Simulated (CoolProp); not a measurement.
Neopentane at several states: density (kg/m³) from the reference equation and from simpler models built on Tc = 160.6 °C, pc = 3.196 MPa, ω = 0.196; each cubic takes its own stable root.

The numbers come from the reference Helmholtz-energy equation of state, Lemmon 2006 in CoolProp. It is a short technical equation, of lower accuracy than the large ones.

```
T (°C)  p (MPa)   phase  reference  Redlich-Kwong  Soave-Redlich-Kwong  Peng-Robinson
------  -------  ------  ---------  -------------  -------------------  -------------
206.55     1.29     gas      26.06          26.18                26.03          26.41
123.45     4.59  liquid      465.2          412.4                422.5          475.5
188.55   0.0191     gas     0.3596         0.3596               0.3596         0.3597
206.15   0.0534     gas     0.9707         0.9709               0.9708         0.9713
150.35    0.411     gas      8.850          8.850                8.854          8.901
```
